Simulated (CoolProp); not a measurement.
Vapour-liquid equilibrium of R143a (1) + dimethyl ether (2) at 39.35 °C; x and y are mole fractions of (1).

The numbers come from the multi-fluid Helmholtz-energy mixture model, Lemmon and Jacobsen 2000 and Wu 2011; pair parameters Bell 2016 in CoolProp.

```csv
x,"bubble pressure, mixture model (kPa)","bubble pressure, Raoult's law (kPa)","y, mixture model","y, Raoult's law"
0.05,926.6,921.2,0.093,0.098
0.15,1027,1014,0.250,0.267
0.25,1123,1107,0.379,0.407
0.35,1217,1200,0.489,0.526
0.45,1308,1293,0.584,0.628
0.55,1398,1385,0.671,0.716
0.65,1487,1478,0.750,0.793
0.75,1576,1571,0.824,0.861
0.85,1666,1664,0.896,0.921
0.95,1757,1757,0.965,0.975
```

The largest gap from Raoult's law is +1.4 % in bubble pressure, at x = 0.25. No azeotrope shows between x = 0.05 and 0.95.

The pair parameters rest on a limited set of measurements; away from them the model extrapolates.
